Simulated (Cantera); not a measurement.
Charge: 1 mol Pb, 0.13 mol H2, 0.29 mol N2, equilibrated at 1227 °C and 61.0 mbar.

Cantera equilibrium calculation (NASA polynomials, part measured and part estimated; ideal gas, pure solids and liquids). Candidate condensed phases: Pb; 11 gas species. Rates play no part.

Base state: N2 0.412, Pb 0.403, H2 0.185, Pb2 0.000169, H 3.06e-5 (mole fractions); condensed: Pb(l).

Q: What changes in the equilibrium state with this change: pressure from 61.0 mbar to 2.20 bar?

A: 
| species | before | after |
|---|---|---|
| N2 | 0.412 | 0.683 |
| H2 | 0.185 | 0.306 |
| Pb | 0.403 | 0.0112 |
| NH3 | 1.93e-7 | 1.91e-5 |
| Pb2 | 0.000169 | 4.68e-6 |
| H | 3.06e-5 | 6.57e-6 |
| Pb(l), mol | 0.717 | 0.995 |
